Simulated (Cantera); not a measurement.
Feed: 1 mol V2O5, 1.2 mol H2, 0.31 mol H2O, held at 133 Pa.

Method: chemical equilibrium by Gibbs-energy minimisation in Cantera with the NASA 1993 tables (ideal gas, pure condensed phases). Candidate condensed phases: H2O, V, VO, V2O3, V2O4, V2O5; 12 gas species. Mutual solubility and eutectic melting of coexisting phases are not modelled. Condensed phases not in the tables: the oxides between V2O3 and V2O5 other than VO2. Equilibrium is a limit: real reactors are often held back by kinetics, nucleation or transport.

x: gas mole fraction; n: condensed amount in mol.

```tsv
T (°C)	x H2O	x VO2	x H2	x O2	x H	x OH	x O	n V2O3(s)	n V2O4(s)	n V2O4(l)
900	0.999	2.86e-9	0.00135	2.09e-8	1.19e-7	6.04e-7	5.53e-11	0.198	0.802	0
1000	0.998	1.12e-7	0.00209	4.86e-7	8.92e-7	4.92e-6	2.05e-9	0.197	0.803	0
1100	0.997	___	___	___	___	___	___	0.195	0.805	0
1200	0.996	___	___	___	___	___	___	0.194	0.806	0
1300	0.993	0.000374	0.00558	0.000547	8.32e-5	0.000534	6.69e-6	0.194	0.806	0
1400	0.985	0.00285	0.00714	0.00325	0.000264	0.00175	5.22e-5	0.200	0.798	0
1500	0.953	0.0170	0.00866	0.0158	0.000725	0.00494	0.000323	0.240	0.747	0
1600	0.858	0.0745	0.0119	0.0416	0.00193	0.0108	0.00132	0.333	0	0.603
1700	0.634	0.254	0.0154	0.0703	0.00458	0.0179	0.00394	0.510	0	0.199
1800	0.414	0.490	0.0401	0.0193	0.0144	0.0169	0.00437	0.212	0	0
1900	0.307	0.542	0.0751	0.0116	0.0362	0.0198	0.00671	0	0	0
2000	0.256	0.519	0.0880	0.0200	0.0682	0.0308	0.0164	0	0	0
```

Problem. Complete the blanks.

Solution. 
- 1200, x VO2: 3.67e-5
- 1200, x H2: 0.00420
- 1200, x O2: 7.23e-5
- 1200, x H: 2.25e-5
- 1200, x OH: 0.000139
- 1200, x O: 6.50e-7
- 1100, x VO2: 2.53e-6
- 1100, x H2: 0.00303
- 1100, x O2: 7.12e-6
- 1100, x H: 5.02e-6
- 1100, x OH: 2.95e-5
- 1100, x O: 4.50e-8
